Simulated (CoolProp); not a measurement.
R13 along the isotherm 450 K: Z from the reference equation and from simpler models built on Tc = 303.0 K, pc = 3973 kPa, ω = 0.175; each cubic takes its own stable root.

Computed with CoolProp (reference Helmholtz-energy equation of state, Platzer 1990). This equation is an older, rougher fit.

```csv
p (kPa),phase,reference,van der Waals,Redlich-Kwong,Soave-Redlich-Kwong,Peng-Robinson
142,gas,0.9971,0.9962,0.9964,0.9972,0.9964
284,gas,0.9942,0.9923,0.9928,0.9945,0.9928
426,gas,0.9914,0.9885,0.9892,0.9918,0.9892
568,gas,0.9885,0.9846,0.9857,0.9891,0.9857
709,gas,0.9857,0.9807,0.9821,0.9864,0.9822
851,gas,0.9828,0.9769,0.9786,0.9837,0.9787
993,gas,0.9799,0.9730,0.9750,0.9811,0.9752
1140,gas,0.9770,0.9689,0.9713,0.9783,0.9717
1280,gas,0.9742,0.9650,0.9679,0.9757,0.9683
1420,gas,0.9714,0.9612,0.9644,0.9732,0.9650
1560,gas,0.9686,0.9573,0.9609,0.9706,0.9616
1700,gas,0.9658,0.9534,0.9575,0.9681,0.9583
1840,gas,0.9630,0.9495,0.9540,0.9655,0.9551
1990,gas,0.9600,0.9453,0.9504,0.9629,0.9516
```
